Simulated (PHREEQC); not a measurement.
Consider water at 25 °C with 0.0052 mol ZnSO4, 0.0031 mol NaCl and 3.4e-05 mol FeSO4 per kg of water. Closed to the air; pH follows from the charge balance.

Model: ion-association model, phreeqc.dat, run in PHREEQC.

Each row changes one thing in this solution. No solid was allowed to form.

| case | pH | ionic strength (mol/kgw) | SO4-2 (mol/kgw) | NaSO4- (mol/kgw) | HSO4- (mol/kgw) | SI of Halite (NaCl) |
|---|---|---|---|---|---|---|
| as made | 5.82 | 0.0188 | 0.00388 | 3.51e-5 | 3.86e-7 | -6.71 |
| diluted 100-fold with water | 6.59 | 0.000238 | 5.18e-5 | 7.50e-9 | [?] | -10.60 |
| ZnSO4 replaced by Fe2(SO4)3 at the same molality | 2.85 | 0.0284 | 0.00659 | 5.38e-5 | 0.000571 | -6.74 |
| FeSO4 replaced by Na2SO4 at the same molality | 5.82 | 0.0188 | 0.00388 | 3.59e-5 | 3.86e-7 | -6.70 |
| NaCl from 0.0031 to 0.00031 mol/kgw | 5.83 | 0.0158 | 0.00384 | 3.60e-6 | 3.84e-7 | -8.70 |
| FeSO4 replaced by KHSO4 at the same molality | [?] | 0.0188 | 0.00388 | 3.51e-5 | 6.32e-6 | -6.71 |
| temperature from 25 to 70 °C | 5.28 | 0.0180 | 0.00372 | 4.14e-5 | 3.88e-6 | -6.76 |

### Question
What belongs in the gaps?

### Answer

- diluted 100-fold with water, HSO4- (mol/kgw): 1.23e-9
- FeSO4 replaced by KHSO4 at the same molality, pH: 4.61

Complexes and solids missing from the database can't appear. Some of these states are supersaturated (in Hematite (slow to form), Goethite (slow to form), for instance). Constants without temperature data keep their 25 °C values here.
